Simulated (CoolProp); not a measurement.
Vapour pressure (kPa) of R124: the reference equation beside estimates from Tc = 395.4 K, pc = 3624 kPa, ω = 0.288.

The numbers come from the reference Helmholtz-energy equation of state, de Vries 1995 in CoolProp.

| T (K) | reference | Lee-Kesler | Redlich-Kwong |
|---|---|---|---|
| 287.9 | 275.3 | 276.0 | 437.9 |
| 300.1 | 406.2 | 407.8 | 605.2 |
| 312.2 | 578.0 | 580.4 | 811.0 |
| 324.4 | 801.2 | 804.1 | 1063 |
| 336.6 | 1083 | 1086 | 1364 |
| 348.8 | 1433 | 1435 | 1718 |
| 360.9 | 1858 | 1859 | 2125 |
| 373.1 | 2376 | 2378 | 2596 |
| 385.3 | 3002 | 3005 | 3130 |

Absolute difference from the reference over all 9 rows, mean and median: Lee-Kesler 0.2 and 0.3 %, Redlich-Kwong 28.3 and 25.9 %.
